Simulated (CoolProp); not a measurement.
A closed Brayton cycle with carbon dioxide: compressor inlet 306.15 K and 8 MPa, high pressure 15.2 MPa, turbine inlet 830 K, compressor efficiency 0.85, turbine efficiency 0.9, recuperator effectiveness 0.9 (on enthalpy, no pinch check). Each further row changes one setting.

Computed with CoolProp (reference Helmholtz-energy equation of state, Span 1996).

```
case                           thermal efficiency (%)  net work (kJ/kg)  compressor to turbine work  compressor exit (K)  turbine exit (K)
-----------------------------  ----------------------  ----------------  --------------------------  -------------------  ----------------
as stated                                        28.4              74.2                        0.15                324.8             752.3
turbine inlet 780 K                              27.4              68.4                        0.16                324.8             705.2
compressor inlet 316.15 K                        30.3              60.2                        0.31                365.2             752.3
high pressure 12.9 MPa                           24.2              56.7                        0.14                319.8             771.8
recuperator effectiveness 0.5                    15.8              74.2                        0.15                324.8             752.3
```
